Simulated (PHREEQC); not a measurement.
Dissolve 0.03 mol/kgw NH3 and 7.6e-06 mol/kgw CO2 at 35 °C. Closed to the air; pH follows from the charge balance.

Computed with PHREEQC (ion-association model, wateq4f.dat).

Each row changes one thing in this solution. No solid was allowed to form.

```csv
case,pH,ionic strength (mol/kgw)
as made,10.55,0.000765
temperature from 35 to 5 °C,11.55,[?]
NH3 left out,5.77,[?]
CO2 from 7.6e-06 to 8.36e-06 mol/kgw,10.55,[?]
CO2 left out,10.55,[?]
CO2 from 7.6e-06 to 7.6e-05 mol/kgw,[?],0.000871
```

Fill in the missing entries.


- temperature from 35 to 5 °C, ionic strength (mol/kgw): 0.000693
- NH3 left out, ionic strength (mol/kgw): 1.71e-6
- CO2 from 7.6e-06 to 8.36e-06 mol/kgw, ionic strength (mol/kgw): 0.000766
- CO2 left out, ionic strength (mol/kgw): 0.000753
- CO2 from 7.6e-06 to 7.6e-05 mol/kgw, pH: 10.51

Away from 25 °C the constants follow the database's enthalpies or fits; those with neither stay at their 25 °C values.
